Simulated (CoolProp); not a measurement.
A simple Rankine cycle with n-perfluoropentane: condensing at 320.15 K, boiler at 1.2 MPa, turbine inlet 398.7 K, turbine efficiency 0.9, pump efficiency 0.8, no recuperator. Each further row changes one setting.

Computed with CoolProp (reference Helmholtz-energy equation of state, Gao 2022).

```
case                             thermal efficiency (%)  net work (kJ/kg)  heat in (kJ/kg)  turbine exit temperature (K)  volume ratio over the turbine
-------------------------------  ----------------------  ----------------  ---------------  ----------------------------  -----------------------------
as stated                                          10.4              14.9              143                         368.2                           8.46
turbine inlet 418.7 K                                 …              16.4              165                         390.4                              …
condensing temperature 312.15 K                    11.4              17.2              152                         365.1                           11.0
boiler pressure 0.84 MPa                            8.7                 …              149                             …                           5.10
turbine efficiency 0.8                              9.2              13.1              143                         370.1                              …
```

Question: Fill in the missing entries.

Answer: 
- turbine inlet 418.7 K, thermal efficiency (%): 9.9
- turbine inlet 418.7 K, volume ratio over the turbine: 7.68
- boiler pressure 0.84 MPa, net work (kJ/kg): 13.0
- boiler pressure 0.84 MPa, turbine exit temperature (K): 377.0
- turbine efficiency 0.8, volume ratio over the turbine: 8.51
